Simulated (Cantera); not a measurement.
Hydrocarbon pyrolysis for carbon deposition

A perfectly stirred reactor is fed with 61.0 % C2H6, 39.0 % H2, at 0.203 Torr; it is held at 1523 K, and followed from long to short residence time.

Detailed kinetics in Cantera: GRI-Mech 3.0 (53 species, 325 reactions). GRI-Mech 3.0 stops at C3 and has no aromatics, soot or wall deposition, so with more carbon than oxygen in the feed, carbon stays in small species such as C2H2 where larger ones or solid carbon would form. Radical loss at walls, strong at low pressure, is not modelled.

| τ (s) | x C2H6 | x H2 | x CH2 | x CH3 | x H | x C2H | x C2H2 |
|---|---|---|---|---|---|---|---|
| 24 | 0.000455 | 0.650 | 1.85e-6 | 0.00325 | 0.00113 | 9.40e-7 | 0.250 |
| 6.2 | 0.00168 | 0.603 | 3.02e-6 | 0.00617 | 0.00123 | 1.02e-6 | 0.231 |
| 1.6 | 0.00617 | 0.541 | 5.03e-6 | 0.0115 | 0.00135 | 1.07e-6 | 0.198 |
| 0.43 | 0.0215 | 0.473 | 8.55e-6 | 0.0206 | 0.00147 | 9.89e-7 | 0.147 |
| 0.11 | 0.0758 | 0.415 | 1.46e-5 | 0.0362 | 0.00151 | 6.05e-7 | 0.0767 |
| 0.029 | 0.228 | 0.394 | 1.96e-5 | 0.0486 | 0.00127 | 1.40e-7 | 0.0202 |
| 0.0077 | 0.466 | 0.394 | 1.37e-5 | 0.0344 | 0.000756 | 5.51e-9 | 0.00133 |
| 0.0020 | 0.585 | 0.389 | 3.55e-6 | 0.0126 | 0.000267 | 1.60e-11 | 1.11e-5 |
| 0.00053 | 0.606 | 0.389 | 2.58e-7 | 0.00410 | 4.79e-5 | <1e-12 | 1.86e-8 |
x: mole fraction; the columns are a selection and need not sum to one.
